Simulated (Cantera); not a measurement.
## Pb + H2 + N2 (iron carbonyl, mercury and lead vapours)

Input: 1 mol Pb, 0.97 mol H2, 28 mol N2, equilibrated at 5.10 mbar.

Cantera equilibrium calculation (NASA polynomials, part measured and part estimated; ideal gas, pure solids and liquids). Candidate condensed phases: Pb; 11 gas species. Equilibrium is a limit: real reactors are often held back by kinetics, nucleation or transport.

| T (K) | log p N2 | log p Pb | log p H2 | log p H | log p Pb2 | log p NH3 | n Pb(l) |
|---|---|---|---|---|---|---|---|
| 1048 | -2.31 | -4.35 | -3.77 | -10.00 | -9.55 | -10.18 | 0.744 |
| 1098 | -2.32 | -3.93 | -3.78 | -9.50 | -8.86 | -10.32 | 0.321 |
| 1148 | -2.32 | -3.77 | -3.78 | -9.04 | -8.66 | -10.44 | 0 |
| 1198 | -2.32 | -3.77 | -3.78 | -8.61 | -8.77 | -10.55 | 0 |
| 1248 | -2.32 | -3.77 | -3.78 | -8.22 | -8.88 | -10.65 | 0 |
| 1298 | -2.32 | -3.77 | -3.78 | -7.86 | -8.97 | -10.74 | 0 |
| 1348 | -2.32 | -3.77 | -3.78 | -7.53 | -9.07 | -10.82 | 0 |
| 1398 | -2.32 | -3.77 | -3.78 | -7.22 | -9.15 | -10.90 | 0 |
| 1448 | -2.32 | -3.77 | -3.78 | -6.93 | -9.23 | -10.97 | 0 |
| 1498 | -2.32 | -3.77 | -3.78 | -6.66 | -9.30 | -11.04 | 0 |
| 1548 | -2.32 | -3.77 | -3.78 | -6.40 | -9.37 | -11.10 | 0 |
| 1598 | -2.32 | -3.77 | -3.78 | -6.17 | -9.44 | -11.16 | 0 |
log p: log10 of the partial pressure in bar; n: condensed amount in mol.

From 1048 K to 1098 K the condensed part is Pb(l). From 1148 K to 1598 K nothing is condensed. The main Pb-bearing gas is Pb throughout.
